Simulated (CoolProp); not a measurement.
Ethanol along the isotherm 291.85 °C: fugacity coefficient from the reference equation and from simpler models built on Tc = 241.6 °C, pc = 6.268 MPa, ω = 0.644; each cubic takes its own stable root.

Values from CoolProp's reference Helmholtz-energy equation of state, Schroeder 2014.

```tsv
p (MPa)	phase	reference
6.96	supercritical	0.7915
13.9	supercritical	0.5796
20.9	supercritical	0.4565
27.9	supercritical	0.3948
34.8	supercritical	0.3610
41.8	supercritical	0.3412
48.8	supercritical	0.3302
55.7	supercritical	0.3252
62.7	supercritical	0.3244
```

Problem. How far does each simpler model (Redlich-Kwong, Soave-Redlich-Kwong, Peng-Robinson) lie from the reference over these 9 states: mean and median of the absolute difference, and the worst?

Solution. 
- Redlich-Kwong: mean 5.4 %, median 4.8 %, worst -11.6 % at 291.85 °C and 13.9 MPa
- Soave-Redlich-Kwong: mean 13.6 %, median 13.8 %, worst +27.0 % at 291.85 °C and 62.7 MPa
- Peng-Robinson: mean 4.6 %, median 5.3 %, worst +7.7 % at 291.85 °C and 62.7 MPa
